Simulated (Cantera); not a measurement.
A closed system holds: 1 mol LiOH, 0.033 mol H2O, at 1825 K.

These are equilibrium values from Cantera (NASA tables, ideal gas, pure condensed phases), not measurements of a reactor. Candidate condensed phases: H2O, Li, LiH, LiOH, Li2O; 17 gas species. Equilibrium is a limit: real reactors are often held back by kinetics, nucleation or transport.

log p: log10 of the partial pressure in bar; n: condensed amount in mol.

```
P (Pa)   log p H2O  log p LiOH  log p Li  log p O2  log p Li2O  log p OH  log p H2  n Li2O(s)  n LiOH(l)
-------  ---------  ----------  --------  --------  ----------  --------  --------  ---------  ---------
10           -4.86       -4.25     -4.66     -5.27       -6.01     -6.17         …          0          0
68           -4.16       -3.30     -4.17     -4.78       -4.78     -5.70         …          0          0
460          -3.41       -2.42     -3.77     -4.38       -3.78     -5.23         …          0          0
3200         -2.31       -1.58     -3.55     -4.10       -3.22     -4.61         …     0.0922          0
22000        -1.00       -0.93     -3.67     -3.63       -3.22     -3.83         …      0.301          0
150000        0.04       -0.41     -3.83     -2.99       -3.22     -3.15         …      0.418          0
1000000       0.97       -0.20     -4.24     -2.38       -3.73     -2.54         …          0      0.998
```

**Question.** Fill in the missing entries.

**Answer.** 
- 10, log p H2: -6.39
- 68, log p H2: -5.94
- 460, log p H2: -5.39
- 3200, log p H2: -4.43
- 22000, log p H2: -3.35
- 150000, log p H2: -2.63
- 1000000, log p H2: -2.01
